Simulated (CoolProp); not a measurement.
Vapour-liquid equilibrium of dimethyl ether (1) + R236EA (2) at 12.55 °C; x and y are mole fractions of (1).

Model: multi-fluid Helmholtz-energy mixture model, Wu 2011 and Rui 2013; pair parameters Bell 2016, in CoolProp.

Q: Give the bubble pressure and the first vapour's composition at x = 0.05, 0.75, 0.85. Is there an azeotrope?

A: x = 0.05: 1.319 bar, y = 0.061; x = 0.75: 2.852 bar, y = 0.936; x = 0.85: 3.349 bar, y = 0.974. No azeotrope shows between x = 0.05 and 0.95.

The pair parameters rest on a limited set of measurements; away from them the model extrapolates.
